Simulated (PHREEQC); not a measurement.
Copper plating or etch bath (model solution)

A solution holds 0.2 mol CuCl2 per kg of water, at 15 °C. Closed to the air; pH follows from the charge balance.

All values are PHREEQC results (ion-association model, phreeqc.dat), not measurements.

Precipitation was switched off in this run.

Q: Estimate the pH, density.

A: pH 4.25; density 1.023 g/cm³.

Q: In which forms is Cl present?

A: Cl- 93 %, CuCl+ 6.4 %, CuCl2 0.9 % of the Cl.

Complexes and solids missing from the database can't appear.
